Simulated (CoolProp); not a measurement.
Aqueous propylene glycol as a coolant, at 9 °C, 1 atm.

Model: Melinder's fits for secondary coolants, in CoolProp.

| mass % | freezing point (°C) | conductivity (W/(m K)) | density (kg/m³) | cp (kJ/(kg K)) | viscosity (mPa s) |
|---|---|---|---|---|---|
| 4.5 | … | 0.556 | 1004 | 4.133 | 1.62 |
| 9.7 | -2.8 | 0.530 | 1008 | … | 1.98 |
| 14.8 | -4.8 | 0.505 | 1013 | … | 2.41 |
| 20 | -7.2 | 0.481 | … | 3.954 | 2.99 |
| 25.2 | -9.9 | 0.457 | 1023 | … | 3.74 |
| 30.3 | -13.0 | 0.434 | 1029 | 3.823 | 4.70 |
| 35.5 | -16.7 | 0.412 | 1034 | 3.745 | 5.96 |
| 40.7 | -21.2 | 0.391 | … | … | 7.52 |
| 45.8 | -26.7 | 0.370 | 1043 | … | 9.38 |

Task: What belongs in the gaps?

Result: 
- 4.5, freezing point (°C): -1.1
- 9.7, cp (kJ/(kg K)): 4.069
- 14.8, cp (kJ/(kg K)): 4.012
- 20, density (kg/m³): 1018
- 25.2, cp (kJ/(kg K)): 3.891
- 40.7, density (kg/m³): 1039
- 40.7, cp (kJ/(kg K)): 3.659
- 45.8, cp (kJ/(kg K)): 3.567
